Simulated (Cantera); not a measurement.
A perfectly stirred reactor is fed with CH₄ : CO : O₂ : N₂ : H₂O = 1 : 0.24 : 1.77 : 6.64 : 0.2 (molar parts), equivalence ratio 1.2, at 3750 Torr; it is adiabatic with a 798 K inlet, and is followed from long to short residence time, starting on the burning branch (τ in s: 0.074, 0.033, 0.015, 0.0066, 0.0029, 0.0013, 0.00059, 0.00026, 0.00012, 5.2e-05).

Detailed kinetics in Cantera: GRI-Mech 3.0 (53 species, 325 reactions).

Predict: blow-out, bracketed by the residence times tried; x(CH₄) at τ = 74.0 ms; x(CO) at τ = 74.0 ms; x(O₂) at τ = 74.0 ms; x(NO₂) at τ = 74.0 ms; x(CH₂O) at τ = 74.0 ms; x(CH₄) at τ = 1.30 ms; x(CO) at τ = 1.30 ms; x(O₂) at τ = 1.30 ms; x(NO₂) at τ = 1.30 ms; x(CH₂O) at τ = 1.30 ms.


| Quantity | Result |
|---|---|
| blow-out, bracketed by the residence times tried | burning at 52.0 µs, the shortest tried |
| x(CH₄) at τ = 74.0 ms | 1.59e-6 |
| x(CO) at τ = 74.0 ms | 0.0500 |
| x(O₂) at τ = 74.0 ms | 0.000471 |
| x(NO₂) at τ = 74.0 ms | 8.40e-8 |
| x(CH₂O) at τ = 74.0 ms | 1.68e-7 |
| x(CH₄) at τ = 1.30 ms | 4.02e-5 |
| x(CO) at τ = 1.30 ms | 0.0513 |
| x(O₂) at τ = 1.30 ms | 0.00168 |
| x(NO₂) at τ = 1.30 ms | 9.54e-8 |
| x(CH₂O) at τ = 1.30 ms | 5.20e-6 |
